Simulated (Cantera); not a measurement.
## Stirred combustor or abatement burner

A perfectly stirred reactor is fed with 4.79 % C₃H₈, 20.0 % O₂, 75.2 % N₂, equivalence ratio 1.2, at 0.947 atm; it is adiabatic with a 775 K inlet, and is followed from long to short residence time, starting on the burning branch (τ in s: 0.092, 0.039, 0.016, 0.0068, 0.0029, 0.0012, 0.0005, 0.00021, 8.8e-05, 3.7e-05, 1.6e-05).

Cantera simulation using GRI-Mech 3.0 (53 species, 325 reactions); the numbers are that mechanism's predictions, not measurements. GRI-Mech 3.0 was tuned for natural gas; its chemistry of propane as a main component is partial and can be far from experiment.

```tsv
τ (s)	T (K)	x C₃H₈	x O₂	x CH₃	x NO₂	x NO	x N₂O	x CH₂CO
0.092	2470	8.69e-8	0.00196	1.11e-6	1.37e-7	0.00170	9.64e-8	6.05e-8
0.039	2462	1.96e-7	0.00227	2.36e-6	1.26e-7	0.00156	9.75e-8	1.34e-7
0.016	2445	4.41e-7	0.00288	4.84e-6	1.08e-7	0.00135	9.69e-8	2.94e-7
0.0068	2418	9.33e-7	0.00381	9.21e-6	8.65e-8	0.00110	9.28e-8	6.15e-7
0.0029	2382	1.94e-6	0.00510	1.72e-5	6.29e-8	0.000836	8.55e-8	1.28e-6
0.0012	2337	4.18e-6	0.00675	3.37e-5	4.20e-8	0.000591	7.76e-8	2.78e-6
0.00050	2291	9.24e-6	0.00866	6.89e-5	2.80e-8	0.000413	7.22e-8	6.14e-6
0.00021	2246	2.16e-5	0.0112	0.000150	1.95e-8	0.000296	6.96e-8	1.43e-5
8.8e-5	2191	5.65e-5	0.0158	0.000363	1.37e-8	0.000204	6.82e-8	3.76e-5
3.7e-5	2055	0.000219	0.0302	0.00114	8.55e-9	8.21e-5	5.51e-8	0.000158
1.6e-5	775	0.0479	0.200	<1e-12	<1e-12	<1e-12	<1e-12	<1e-12
```
x: mole fraction; the columns are a selection and need not sum to one.
